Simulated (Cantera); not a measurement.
A perfectly stirred reactor is fed with 13.6 % CH4, 18.1 % O2, 68.3 % N2, equivalence ratio 1.5, at 0.370 bar; it is adiabatic with a 623 K inlet, and is followed from long to short residence time, starting on the burning branch (τ in s: 0.48, 0.14, 0.044, 0.013, 0.004, 0.0012, 0.00037, 0.00011, 3.4e-05, 1e-05).

Model: GRI-Mech 3.0 (53 species, 325 reactions), integrated in Cantera.

One state of this run: T (K) = 2098; x CH4 = 7.10e-5; x O2 = 0.000189; x CH3 = 5.70e-5; x CH2CO = 1.05e-7; x HCO = 3.15e-7. x: mole fraction; the columns are a selection and need not sum to one.

Task: Which value of τ (s) does it belong to?
(A) 0.044
(B) 0.013
(C) 0.00011
(D) 0.0040

Result: A, 0.044
